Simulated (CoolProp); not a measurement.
A single-stage vapour-compression cycle with chlorine: evaporating at 313.15 K (dew point), condensing at 346.15 K (bubble point), superheat 8 K, subcooling 5 K, compressor efficiency 0.7, no pressure losses. Each further row changes one setting.

Values from CoolProp's reference Helmholtz-energy equation of state, Thol 2021.

| case | cooling COP | pressure ratio | discharge temperature (K) | refrigerating effect (kJ/kg) | volumetric capacity (kJ/m³) |
|---|---|---|---|---|---|
| as stated | 5.68 | 2.07 | 403.0 | 211 | 7310 |
| evaporating temperature 318.15 K | 6.91 | 1.83 | ___ | ___ | 8250 |
| condensing temperature 341.15 K | 6.85 | ___ | ___ | 216 | 7500 |
| subcooling 10 K | ___ | 2.07 | 403.0 | 216 | 7500 |
| superheat 18 K | 5.58 | 2.07 | 415.8 | 217 | 7180 |
| compressor efficiency 0.6 | ___ | 2.07 | ___ | 211 | 7310 |

Problem. Fill in the missing entries.

Solution. 
- evaporating temperature 318.15 K, discharge temperature (K): 394.2
- evaporating temperature 318.15 K, refrigerating effect (kJ/kg): 212
- condensing temperature 341.15 K, pressure ratio: 1.87
- condensing temperature 341.15 K, discharge temperature (K): 390.9
- subcooling 10 K, cooling COP: 5.83
- compressor efficiency 0.6, cooling COP: 4.87
- compressor efficiency 0.6, discharge temperature (K): 412.9
